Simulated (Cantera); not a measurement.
Charge: 1 mol Si, 4.4 mol HBr, 23 mol N₂, at 625 °C and 10.0 Torr.

Method: chemical equilibrium by Gibbs-energy minimisation in Cantera with the NASA 1993 tables (ideal gas, pure condensed phases). Candidate condensed phases: Br₂, Si, Si₃N₄; 28 gas species. N₂ is the only nitrogen source here; it is nearly inert below about 1500 K, so the nitride shown seldom forms there in practice. Equilibrium is a limit: real reactors are often held back by kinetics, nucleation or transport.

Base state: N₂ 0.843, HBr 0.132, H₂ 0.0164, SiBr₄ 0.00822 (mole fractions); condensed: Si₃N₄(s).

**Question.** What changes in the equilibrium state with this change: N₂ from 23 to 0.53 mol?

**Answer.** 
```json
[
 {"species": "HBr", "before": "0.132", "after": "0.600"},
 {"species": "H₂", "before": "0.0164", "after": "0.236"},
 {"species": "SiBr₄", "before": "0.00822", "after": "0.118"},
 {"species": "N₂", "before": "0.843", "after": "0.0455"},
 {"species": "SiHBr₃", "before": "1.61e-6", "after": "7.33e-5"},
 {"species": "Si₃N₄(s), mol", "before": "0.260", "after": "0.172"}
]
```

**Question.** What changes in the equilibrium state with this change: N₂ from 23 to 0.24 mol?

**Answer.** 
```
species         before     after
-------------  -------  --------
HBr              0.132     0.478
H₂              0.0164     0.347
SiBr₄          0.00822     0.173
N₂               0.843   0.00207
SiHBr₃         1.61e-6  0.000198
SiBr₃          7.14e-7   1.91e-5
Si₃N₄(s), mol    0.260     0.116
```
The tables' values for SiBr₃ are old estimates; treat these amounts as uncertain.

**Question.** What changes in the equilibrium state with this change: temperature from 625 °C to 1052 °C?

**Answer.** 
```csv
species,before,after
N₂,0.843,0.840
HBr,0.132,0.130
H₂,0.0164,0.0169
SiBr₂,3.66e-8,0.00388
SiBr₄,0.00822,0.00517
SiBr₃,7.14e-7,0.000734
Br,4.32e-6,0.00302
"Si₃N₄(s), mol",0.260,0.246
```
The tables' values for SiBr₃ are old estimates; treat these amounts as uncertain.
